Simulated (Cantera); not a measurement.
**Pyrogenic steam for wet oxidation**

An isothermal, constant-pressure homogeneous reactor starts with 34.9 % H₂, 36.0 % O₂, 29.1 % N₂, equivalence ratio 0.48, at 975 K and 0.620 bar.

Cantera simulation using the H2/O2 subset of GRI-Mech 3.0, which has no nitrogen chemistry; the numbers are that mechanism's predictions, not measurements. The temperature is held fixed by assumption; the heat of reaction is taken as removed at once.

| t (s) | x H₂ | x O₂ | x HO₂ | x H | x H₂O | x H₂O₂ |
|---|---|---|---|---|---|---|
| 0.000300 | 0.168 | 0.289 | 0.000371 | 0.00138 | 0.218 | 2.79e-5 |
| 0.000911 | 0.151 | 0.283 | 0.000105 | 4.38e-7 | 0.240 | 0.000261 |
| 0.00277 | 0.150 | 0.283 | 8.08e-5 | 5.01e-7 | 0.240 | 0.000328 |
| 0.00840 | 0.149 | 0.282 | 9.89e-5 | 7.74e-7 | 0.242 | 0.000516 |
| 0.0255 | 0.140 | 0.278 | 0.000136 | 1.54e-6 | 0.252 | 0.00112 |
| 0.0775 | 0.102 | 0.263 | 0.000139 | 1.45e-6 | 0.299 | 0.00132 |
| 0.235 | 0.0338 | 0.237 | 9.05e-5 | 5.10e-7 | 0.381 | 0.000592 |
| 0.714 | 0.00245 | 0.225 | 1.79e-5 | 1.90e-8 | 0.420 | 2.56e-5 |
| 2.17 | 0.000271 | 0.225 | 2.77e-6 | 4.90e-10 | 0.422 | 6.35e-7 |
| 6.59 | 4.50e-5 | 0.224 | 6.11e-7 | 3.09e-11 | 0.423 | 3.39e-8 |
| 20.0 | 4.16e-6 | 0.224 | 1.02e-7 | 2.13e-12 | 0.423 | 1.49e-9 |
x: mole fraction; the columns are a selection and need not sum to one.

Equilibrium at this temperature and pressure: H₂ 4.64e-11, O₂ 0.224, HO₂ 1.18e-9, H <1e-12, H₂O 0.423, H₂O₂ 3.20e-10 (gas phase only).
